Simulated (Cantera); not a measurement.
A jet of H2 : O2 : N2 = 0.023 : 0.079 : 0.79 (molar parts), equivalence ratio 0.15 at 300 K and 12000 Pa hits a platinum plate 4.6 cm away at a mass flux of 0.085 kg/m²/s; the plate temperature is set and raised in steps from an oxygen-covered start.

Cantera simulation using Deutschmann's 1995 Pt surface mechanism with GRI-Mech 3.0 gas chemistry; the numbers are that mechanism's predictions, not measurements. Catalytic surfaces can have several steady states; this one follows from the mechanism file's or the stated starting coverage.

x: mole fraction at the wall; θ: surface coverage.

| plate T (K) | wall x H2 | wall x O2 | wall x H2O | wall x OH | θ free Pt | θ O* | θ OH* |
|---|---|---|---|---|---|---|---|
| 500 | 0.00225 | 0.0629 | 0.0468 | <1e-8 | 0.0524 | 0.926 | 0.0213 |
| 550 | 0.00224 | 0.0630 | 0.0464 | <1e-8 | 0.0554 | 0.932 | 0.0122 |
| 600 | 0.00224 | 0.0631 | 0.0460 | <1e-8 | 0.0582 | 0.934 | ___ |
| 650 | 0.00222 | 0.0632 | 0.0457 | <1e-8 | 0.0612 | 0.934 | 0.00505 |
| 700 | 0.00214 | 0.0632 | 0.0456 | <1e-8 | ___ | 0.930 | ___ |

**Question.** What belongs in the gaps?

**Answer.** 
- 600, θ OH*: 0.00758
- 700, θ free Pt: 0.0663
- 700, θ OH*: 0.00363
